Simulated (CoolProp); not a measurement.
The fluid at 488.46 K and 7.83 MPa (stagnation) flows isentropically through a choked orifice. The same conditions are run with several fluids, on thermodynamics alone (safety and materials aside).

Computed with CoolProp (reference Helmholtz-energy equation of state of each fluid (dimethyl ether: Wu 2011; R123: Younglove 1994; n-perfluoropentane: Gao 2022; R152A: Outcalt 1996)).

```json
[
 {"fluid": "dimethyl ether", "throat to inlet pressure ratio": "…", "mass flux (kg/(m² s))": "18800", "throat temperature (K)": "457.0"},
 {"fluid": "R123", "throat to inlet pressure ratio": "0.585", "mass flux (kg/(m² s))": "…", "throat temperature (K)": "469.9"},
 {"fluid": "n-perfluoropentane", "throat to inlet pressure ratio": "…", "mass flux (kg/(m² s))": "…", "throat temperature (K)": "…"},
 {"fluid": "R152A", "throat to inlet pressure ratio": "…", "mass flux (kg/(m² s))": "…", "throat temperature (K)": "457.2"}
]
```

Question: Some entries are withheld; supply them.

Answer: 
- dimethyl ether, throat to inlet pressure ratio: 0.612
- R123, mass flux (kg/(m² s)): 58400
- n-perfluoropentane, throat to inlet pressure ratio: 0.595
- n-perfluoropentane, mass flux (kg/(m² s)): 59900
- n-perfluoropentane, throat temperature (K): 477.4
- R152A, throat to inlet pressure ratio: 0.608
- R152A, mass flux (kg/(m² s)): 22600
